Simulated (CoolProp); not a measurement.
Vapour-liquid equilibrium of carbon dioxide (1) + propane (2) at 1110 kPa; x and y are mole fractions of (1).

Model: multi-fluid Helmholtz-energy mixture model, Span 1996 and Lemmon 2009; pair parameters Kunz 2012, in CoolProp.

Question: Give the bubble temperature and the first vapour's composition at x = 0.2, 0.725, 0.875. Is there an azeotrope?

Answer: x = 0.2: -10.2 °C, y = 0.704; x = 0.725: -33.5 °C, y = 0.917; x = 0.875: -35.5 °C, y = 0.948. No azeotrope shows between x = 0.05 and 0.95.

Pair parameters are fitted to limited data, so mixtures are less certain than the pure fluids. With so large a gap from Raoult's law the liquid may split in two, which this calculation doesn't test in full.
